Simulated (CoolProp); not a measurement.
Vapour pressure (MPa) of chlorine: the reference equation beside estimates from Tc = 143.7 °C, pc = 7.642 MPa, ω = 0.070. Clausius-Clapeyron is anchored at 51.55 °C with a constant enthalpy of vaporisation of 15.95 kJ/mol.

Model: reference Helmholtz-energy equation of state, Thol 2021, in CoolProp.

```
T (°C)  reference  Lee-Kesler  Clausius-Clapeyron  van der Waals
------  ---------  ----------  ------------------  -------------
31.95      0.9324      0.9283               1.025          1.916
41.75       1.191       1.182               1.246          2.235
51.55       1.498       1.483               1.498          2.586
61.25       1.853       1.831               1.778          2.967
71.05       2.269       2.238               2.093          3.385
80.75       2.742       2.702               2.438          3.835
90.55       3.286       3.237               2.822          4.324
100.35      3.901       3.846               3.241          4.851
110.05      4.585       4.528               3.691          5.409
119.85      5.357       5.306               4.182          6.011
```

Absolute difference from the reference over all 10 rows, mean and median: Lee-Kesler 1.1 and 1.2 %, Clausius-Clapeyron 11.0 and 10.5 %, van der Waals 50.1 and 44.5 %.
